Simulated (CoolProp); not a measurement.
Vapour-liquid equilibrium of dimethyl ether (1) + R134a (2) at -75.65 °C; x and y are mole fractions of (1).

Computed with CoolProp (multi-fluid Helmholtz-energy mixture model, Wu 2011 and Tillner-Roth 1994; pair parameters Bell 2016).

```tsv
x	bubble pressure, mixture model (kPa)	bubble pressure, Raoult's law (kPa)	y, mixture model	y, Raoult's law
0.05	5.139	5.227	0.038	0.054
0.125	5.043	5.258	___	0.133
0.2	4.956	5.288	___	0.212
0.275	___	5.318	___	0.290
0.35	___	5.349	0.327	0.367
0.425	___	5.379	0.415	0.443
0.5	4.794	5.409	___	0.519
0.575	4.825	5.439	0.600	0.593
0.65	4.890	5.470	0.691	0.667
0.725	4.992	5.500	0.776	0.740
0.8	5.128	5.530	0.852	0.812
0.875	5.293	5.560	0.917	0.883
0.95	5.480	5.591	0.971	0.953
```

Problem. Fill in the missing entries.

Solution. 
- 0.125, y, mixture model: 0.100
- 0.2, y, mixture model: 0.169
- 0.275, bubble pressure, mixture model (kPa): 4.883
- 0.275, y, mixture model: 0.244
- 0.35, bubble pressure, mixture model (kPa): 4.828
- 0.425, bubble pressure, mixture model (kPa): 4.797
- 0.5, y, mixture model: 0.507

The largest gap from Raoult's law is -11.4 % in bubble pressure, at x = 0.5. y crosses x between x = 0.425 and 0.5: the model has an azeotrope there.

The pair parameters rest on a limited set of measurements; away from them the model extrapolates.
